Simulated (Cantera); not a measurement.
A perfectly stirred reactor is fed with 35.3 % H₂, 13.6 % O₂, 51.1 % N₂, at 750 Torr; it is adiabatic with a 450 K inlet, and is followed from long to short residence time, starting on the burning branch (τ in s: 0.15, 0.07, 0.032, 0.015, 0.007, 0.0032, 0.0015, 0.00069, 0.00032, 0.00015, 6.9e-05, 3.2e-05).

Cantera simulation using the H2/O2 subset of GRI-Mech 3.0, which has no nitrogen chemistry; the numbers are that mechanism's predictions, not measurements.

Question: Predict: blow-out, bracketed by the residence times tried; x(H₂) at τ = 0.150 s; x(O₂) at τ = 0.150 s; x(O) at τ = 0.150 s; x(H) at τ = 0.150 s; x(H₂O₂) at τ = 0.150 s; x(H₂) at τ = 1.50 ms; x(O₂) at τ = 1.50 ms; x(O) at τ = 1.50 ms; x(H) at τ = 1.50 ms; x(H₂O₂) at τ = 1.50 ms.

Answer: 
* **blow-out, bracketed by the residence times tried**: burning at 32.0 µs, the shortest tried
* **x(H₂) at τ = 0.150 s**: 0.0929
* **x(O₂) at τ = 0.150 s**: 0.000225
* **x(O) at τ = 0.150 s**: 0.000158
* **x(H) at τ = 0.150 s**: 0.00593
* **x(H₂O₂) at τ = 0.150 s**: 2.86e-8
* **x(H₂) at τ = 1.50 ms**: 0.0928
* **x(O₂) at τ = 1.50 ms**: 0.00238
* **x(O) at τ = 1.50 ms**: 0.00159
* **x(H) at τ = 1.50 ms**: 0.0212
* **x(H₂O₂) at τ = 1.50 ms**: 1.42e-7
